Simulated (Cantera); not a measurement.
Input (Python, Cantera):

```python
import numpy as np
import cantera as ct

surf = ct.Interface("ptcombust.yaml", "Pt_surf")
gas = surf.adjacent["gas"]
gas.TPX = 300, 46000, {'H2': 0.018, 'O2': 0.13, 'N2': 0.79}
jet = ct.ImpingingJet(gas=gas, width=0.028, surface=surf)
jet.inlet.mdot, jet.inlet.T, jet.inlet.X = 0.022, 300, {'H2': 0.018, 'O2': 0.13, 'N2': 0.79}
jet.set_refine_criteria(ratio=10, slope=0.2, curve=0.3)
show, cover = ['H2', 'O2', 'H2O', 'OH'], ["PT(S)", "H(S)", "O(S)", "OH(S)", "CO(S)", "C(S)"]

rows = []
print(f"{'Ts/K':>7s}" + "".join(f"{s:>11s}" for s in show + cover) + "   (gas at the wall, coverages)")
for i, Ts in enumerate([700, 750, 800, 850, 900, 950]):
    jet.surface.T = Ts
    if i == 0:
        surf.TP = Ts, 46000
        surf.coverages = "PT(S):0.5, O(S):0.5"
        surf.advance_coverages(1.0)
        jet.set_initial_guess(products="inlet")
    jet.solve(loglevel=0, auto=(i == 0))
    rows.append([*(jet.X[gas.species_index(s), -1] for s in show), *surf[cover].coverages])
    print(f"{Ts:7g}" + "".join(f"{x:11.3e}" for x in rows[-1]))
```

Output:

```
   Ts/K         H2         O2        H2O         OH      PT(S)       H(S)       O(S)      OH(S)      CO(S)       C(S)   (gas at the wall, coverages)
    700  9.772e-04  1.197e-01  3.423e-02  9.749e-11  1.931e-02  1.419e-09  9.773e-01  3.386e-03 -3.556e-28 -2.681e-31
    750  6.942e-04  1.195e-01  3.458e-02  5.593e-10  2.872e-02  3.623e-09  9.683e-01  2.993e-03  5.904e-20  1.085e-27
    800  4.276e-04  1.193e-01  3.492e-02  2.334e-09  4.915e-02  1.181e-08  9.479e-01  2.928e-03  9.976e-21  4.333e-25
    850  2.744e-04  1.191e-01  3.505e-02  7.898e-09  8.136e-02  3.633e-08  9.158e-01  2.883e-03  4.909e-20  1.907e-23
    900  1.867e-04  1.191e-01  3.508e-02  2.372e-08  1.237e-01  9.593e-08  8.735e-01  2.771e-03  4.714e-13  1.018e-21
    950  1.381e-04  1.191e-01  3.505e-02  6.348e-08  1.736e-01  2.188e-07  8.238e-01  2.601e-03 -8.202e-22 -4.352e-24
```

Computed with Cantera and Deutschmann's 1995 Pt surface mechanism with GRI-Mech 3.0 gas chemistry. Catalytic surfaces can have several steady states; this one follows from the mechanism file's or the stated starting coverage.
